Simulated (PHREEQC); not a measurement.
PHREEQC input (ion-association model, wateq4f.dat):

```
SOLUTION_MASTER_SPECIES
  An  An-  0  An  62.0  # stands for a non-complexing anion
SOLUTION_SPECIES
  An- = An-
    -log_k 0
    -gamma 3.0 0
  PO4-3 + 3H+ = H3PO4  # constants of phreeqc.dat
    -log_k 21.721
    -delta_h -10.1 kJ
PHASES
  Fix_H+
    H+ = H+
    -log_k 0
SOLUTION 1
  temp 25
  units mmol/kgw
  pH 7 charge
  P 0.043
  Na 50.0514
  As(3) 0.0084
  An 50
END
SELECTED_OUTPUT 1
  -reset false
  -pH true
  -pe true
  -ionic_strength true
  -water true
  -totals As Na P As(3) As(5)
  -molalities Hfo_wOH Hfo_wOH2+ Hfo_wO- Hfo_sOH Hfo_sOH2+ Hfo_sO- Hfo_wH2PO4 Hfo_wHPO4- Hfo_wPO4-2 Hfo_wH2AsO3
  -saturation_indices Arsenolite
USER_PUNCH 1
  -headings sigma psi
  10 PUNCH EDL("sigma", "Hfo"), EDL("psi", "Hfo")
PRINT
  -reset false
USE solution 1
SURFACE 1
  Hfo_wOH 0.000116854 600 0.052
  Hfo_sOH 2.92135e-06
EQUILIBRIUM_PHASES 1
  Fix_H+ -3 HAn 10
    -force_equality true
END
# ... the last block is repeated for the other 16 points of pH, with NaOH or the acid as the point needs
```

Selected output (columns that matter, 17 of 17 rows; pH added in front):

```
pH	mu	As	Na	P	m_Hfo_wOH	m_Hfo_wOH2+	m_Hfo_wO-	m_Hfo_sOH	m_Hfo_sOH2+	m_Hfo_sO-	m_Hfo_wH2PO4	si_Arsenolite	sigma	psi
3	0.051256	6.888e-06	0.050051	9.7711e-08	8.43e-07	7.1596e-05	2.2739e-10	3.3996e-08	2.8873e-06	9.17e-12	3.3246e-05	-8.9318	0.20035	0.13966
3.38	0.050569	5.9611e-06	0.050051	9.7677e-08	1.571e-06	6.9941e-05	8.0837e-10	6.4176e-08	2.8571e-06	3.3023e-11	2.7563e-05	-9.0572	0.17726	0.13378
3.75	0.050284	4.9671e-06	0.050051	1.0387e-07	2.6536e-06	6.7869e-05	2.3769e-09	1.0992e-07	2.8113e-06	9.8459e-11	2.1715e-05	-9.2156	0.15203	0.12613
4.12	0.050161	4.0149e-06	0.050051	1.1498e-07	4.1935e-06	6.5384e-05	6.1615e-09	1.7606e-07	2.745e-06	2.5868e-10	1.639e-05	-9.4005	0.12661	0.11696
4.5	0.050105	3.1805e-06	0.050051	1.3364e-07	6.301e-06	6.2452e-05	1.4564e-08	2.6768e-07	2.6531e-06	6.1869e-10	1.1971e-05	-9.6028	0.1019	0.10612
4.88	0.05008	2.5367e-06	0.050051	1.6646e-07	8.8748e-06	5.9252e-05	3.0452e-08	3.8039e-07	2.5396e-06	1.3052e-09	8.7304e-06	-9.7993	0.079336	0.093789
5.25	0.050068	2.0856e-06	0.050051	2.26e-07	1.1625e-05	5.6085e-05	5.5205e-08	5.0117e-07	2.4178e-06	2.3799e-09	6.5525e-06	-9.9694	0.059822	0.080249
5.62	0.050061	1.7708e-06	0.050051	3.4098e-07	1.4378e-05	5.3098e-05	8.9193e-08	6.2167e-07	2.2958e-06	3.8564e-09	5.0801e-06	-10.112	0.043021	0.065227
6	0.050057	1.5424e-06	0.050051	5.8231e-07	1.7085e-05	5.0361e-05	1.3278e-07	7.3856e-07	2.177e-06	5.7399e-09	4.0377e-06	-10.232	0.028652	0.048539
6.38	0.050055	1.3657e-06	0.050051	1.1093e-06	1.9817e-05	4.7925e-05	1.8771e-07	8.5223e-07	2.061e-06	8.0729e-09	3.2474e-06	-10.339	0.016902	0.031144
6.75	0.050054	1.2043e-06	0.050051	2.262e-06	2.3052e-05	4.5602e-05	2.6695e-07	9.771e-07	1.9329e-06	1.1315e-08	2.5424e-06	-10.45	0.0074619	0.014418
7.12	0.050054	1.0248e-06	0.050051	4.7149e-06	2.7949e-05	4.2827e-05	4.1785e-07	1.1469e-06	1.7573e-06	1.7146e-08	1.7909e-06	-10.596	-0.00046386	-0.000908
7.5	0.050057	8.2806e-07	0.050051	9.2958e-06	3.6076e-05	3.8732e-05	7.6977e-07	1.3945e-06	1.4971e-06	2.9754e-08	1.0294e-06	-10.795	-0.0073722	-0.014248
7.88	0.050062	6.6395e-07	0.050051	1.594e-05	4.7693e-05	3.2775e-05	1.5899e-06	1.6979e-06	1.1668e-06	5.6603e-08	4.6344e-07	-11.019	-0.013433	-0.025264
8.25	0.050071	5.7256e-07	0.050054	2.3413e-05	6.0628e-05	2.5511e-05	3.3007e-06	1.9803e-06	8.3327e-07	1.0781e-07	1.6722e-07	-11.217	-0.019013	-0.034551
8.62	0.050097	5.7031e-07	0.050074	3.0554e-05	7.1874e-05	1.8203e-05	6.5014e-06	2.1741e-06	5.5061e-07	1.9666e-07	4.834e-08	-11.365	-0.024909	-0.043395
9	0.050124	7.0208e-07	0.050096	3.6526e-05	7.8815e-05	1.2263e-05	1.1604e-05	2.2423e-06	3.4889e-07	3.3014e-07	1.1135e-08	-11.46	-0.03245	-0.053358
```

Species that the database lacks are ignored. H3PO4, which wateq4f.dat lacks, is added to it with the constant of phreeqc.dat. The oxide is taken as insoluble; below pH 4 it would dissolve.
